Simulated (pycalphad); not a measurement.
CALPHAD calculation (pycalphad, COST 507 light-alloy database (1999)), 1 atm. The database dates from 1999; later assessments differ in places, in temperatures and in the compounds included. Amounts are mole fractions of atoms.

**Question.** Give the equilibrium state of Y-8.93Si (at.%) at 977 °C.

**Answer.** HCP_A3, fraction 0.762, with <0.01 Si at.%; SI3Y5, fraction 0.238, with 37.5 Si at.%.

Database names, with the compositions (at.%) that they take in these runs: SI3Y5: Y 62 Si 37. HCP_A3 is hcp.
